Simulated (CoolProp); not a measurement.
A Linde-Hampson liquefier for oxygen: isothermal reversible compression at 290 K from 1 atm to 40 MPa, throttling to 1 atm, return gas leaving the recuperator 5 K below the feed. Each further row changes one setting.

Values from CoolProp's reference Helmholtz-energy equation of state, Schmidt 1985.

```csv
case,liquid yield per pass,compression work (kJ/kg of gas)
as stated,0.160,441
high pressure 80 MPa,0.159,505
warm-end temperature 320 K,0.121,493
warm-end gap 10 K,0.150,441
```

Above 300 K oxygen's equation is extrapolated.
